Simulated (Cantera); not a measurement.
Input (Python, Cantera):

```python
import numpy as np
import cantera as ct

gas = ct.Solution("gri30.yaml")
gas.TPX = 1425, 130000, {'CH4': 1, 'CO': 0.034, 'O2': 3.36, 'N2': 12.6}
reactor = ct.IdealGasReactor(gas, energy="on", clone=False)
net = ct.ReactorNet([reactor])
net.rtol, net.atol = 1e-08, 1e-16
show = ['CH4', 'CO', 'O2', 'CH2CO', 'CH3', 'CO2']
times = np.geomspace(3e-06, 0.2, 13)

steps = ct.SolutionArray(gas, extra=["t"])
rows = []
print(f"{'t/s':>10s}{'T/K':>9s}{'P/Pa':>11s}" + "".join(f"{s:>11s}" for s in show))
for t in times:
    while net.time < t:
        t_next = net.step()
        steps.append(gas.state, t=t_next)
    rows.append([np.interp(t, steps.t, y) for y in (steps.T, steps.P, *steps(*show).X.T)])
    print(f"{t:10.3e}{rows[-1][0]:9.1f}{rows[-1][1]:11.4g}" + "".join(f"{x:11.3e}" for x in rows[-1][2:]))
rate = np.gradient(steps.T, steps.t)
print("integrator steps:", len(steps.t))
if steps.T.max() > steps.T[0] + 200:
    print(f"time of steepest temperature rise: {steps.t[rate.argmax()]:.4e} s")
gas.TPX = 1425, 130000, {'CH4': 1, 'CO': 0.034, 'O2': 3.36, 'N2': 12.6}
gas.equilibrate("UV")
print(f"equilibrium (UV): T = {gas.T:.1f} K  " + "  ".join(f"{s} {gas[s].X[0]:.3e}" for s in show))
```

Output:

```
       t/s      T/K       P/Pa        CH4         CO         O2      CH2CO        CH3        CO2
 3.000e-06   1425.0    1.3e+05  5.884e-02  2.001e-03  1.977e-01  5.564e-15  1.053e-07  1.635e-09
 7.570e-06   1425.0    1.3e+05  5.884e-02  2.001e-03  1.977e-01  3.815e-14  2.834e-07  4.498e-09
 1.910e-05   1425.0    1.3e+05  5.884e-02  2.001e-03  1.977e-01  2.598e-13  7.702e-07  1.356e-08
 4.821e-05   1425.0    1.3e+05  5.884e-02  2.001e-03  1.977e-01  1.857e-12  2.273e-06  4.763e-08
 1.216e-04   1425.0    1.3e+05  5.883e-02  2.001e-03  1.977e-01  1.558e-11  8.066e-06  1.960e-07
 3.070e-04   1425.1    1.3e+05  5.877e-02  2.001e-03  1.977e-01  3.110e-10  3.642e-05  8.773e-07
 7.746e-04   1428.3  1.303e+05  5.813e-02  2.045e-03  1.973e-01  7.797e-08  1.206e-04  5.879e-06
 1.955e-03   2688.5  2.489e+05  2.881e-17  1.059e-02  7.701e-02  4.167e-19  2.970e-16  4.938e-02
 4.932e-03   2670.1  2.469e+05  2.644e-17  1.021e-02  7.142e-02  3.557e-19  2.596e-16  4.981e-02
 1.245e-02   2666.5  2.466e+05  2.599e-17  1.014e-02  7.035e-02  3.444e-19  2.528e-16  4.989e-02
 3.141e-02   2666.5  2.466e+05  2.598e-17  1.014e-02  7.034e-02  3.443e-19  2.527e-16  4.989e-02
 7.926e-02   2666.5  2.466e+05  2.598e-17  1.014e-02  7.034e-02  3.443e-19  2.527e-16  4.989e-02
 2.000e-01   2666.5  2.466e+05  2.598e-17  1.014e-02  7.034e-02  3.443e-19  2.527e-16  4.989e-02
integrator steps: 1939
time of steepest temperature rise: 1.6358e-03 s
equilibrium (UV): T = 2666.5 K  CH4 3.693e-17  CO 1.014e-02  O2 7.034e-02  CH2CO 4.102e-19  CH3 3.592e-16  CO2 4.989e-02
```

Cantera simulation using GRI-Mech 3.0 (53 species, 325 reactions); the numbers are that mechanism's predictions, not measurements.
